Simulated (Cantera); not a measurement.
Charge: 1 mol Si, 2 mol HCl, 9.9 mol H₂, equilibrated at 950 °C and 7.50 Torr.

These are equilibrium values from Cantera (NASA tables, ideal gas, pure condensed phases), not measurements of a reactor. Candidate condensed phases: Si; 19 gas species. The tables' values for SiCl₃ are old estimates; treat these amounts as uncertain. Equilibrium is a limit: real reactors are often held back by kinetics, nucleation or transport.

Base state: H₂ 0.882, HCl 0.0850, SiCl₂ 0.0199, SiCl₄ 0.00660, SiCl₃ 0.00406, SiHCl₃ 0.00212, SiH₂Cl₂ 9.06e-5 (mole fractions); condensed: Si(s).

Problem. What changes in the equilibrium state with this change: pressure from 7.50 Torr to 18.8 Torr?

Solution. 
```json
[
 {"species": "H₂", "before": "0.882", "after": "0.891"},
 {"species": "HCl", "before": "0.0850", "after": "0.0753"},
 {"species": "SiCl₂", "before": "0.0199", "after": "0.0155"},
 {"species": "SiH₂Cl₂", "before": "9.06e-5", "after": "0.000178"},
 {"species": "SiHCl₃", "before": "0.00212", "after": "0.00365"},
 {"species": "SiCl₄", "before": "0.00660", "after": "0.00999"},
 {"species": "Si(s), mol", "before": "0.614", "after": "0.605"}
]
```
